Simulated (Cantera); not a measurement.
A perfectly stirred reactor is fed with NO : N2 = 1 : 7.9 (molar parts), at 1.00 bar; it is held at 1900 K, and followed from long to short residence time.

Model: GRI-Mech 3.0 (53 species, 325 reactions), integrated in Cantera.

### Question
What does this change do: temperature 1900 to 1475 K?

### Answer
```json
[
 {"quantity": "x(NO) at τ = 0.400 s", "before": "0.106", "after": "0.112"},
 {"quantity": "x(NO2) at τ = 0.400 s", "before": "3.23e-5", "after": "2.55e-5"},
 {"quantity": "x(O) at τ = 0.400 s", "before": "2.10e-5", "after": "5.62e-8"},
 {"quantity": "x(N2O) at τ = 0.400 s", "before": "5.10e-6", "after": "3.71e-6"},
 {"quantity": "x(N2) at τ = 0.400 s", "before": "0.891", "after": "0.888"},
 {"quantity": "x(NO) at τ = 11.0 ms", "before": "0.112", "after": "0.112"},
 {"quantity": "x(NO2) at τ = 11.0 ms", "before": "1.81e-5", "after": "1.07e-6"},
 {"quantity": "x(O) at τ = 11.0 ms", "before": "1.14e-5", "after": "5.83e-9"},
 {"quantity": "x(N2O) at τ = 11.0 ms", "before": "5.34e-6", "after": "7.54e-7"},
 {"quantity": "x(N2) at τ = 11.0 ms", "before": "0.888", "after": "0.888"}
]
```

### Question
What does this change do: temperature 1900 to 1948 K?

### Answer
```tsv
quantity	before	after
x(NO) at τ = 0.400 s	0.106	0.102
x(NO2) at τ = 0.400 s	3.23e-5	3.39e-5
x(O) at τ = 0.400 s	2.10e-5	3.68e-5
x(N2O) at τ = 0.400 s	5.10e-6	4.91e-6
x(N2) at τ = 0.400 s	0.891	0.893
x(NO) at τ = 11.0 ms	0.112	0.112
x(NO2) at τ = 11.0 ms	1.81e-5	1.80e-5
x(O) at τ = 11.0 ms	1.14e-5	1.84e-5
x(N2O) at τ = 11.0 ms	5.34e-6	5.61e-6
x(N2) at τ = 11.0 ms	0.888	0.888
```
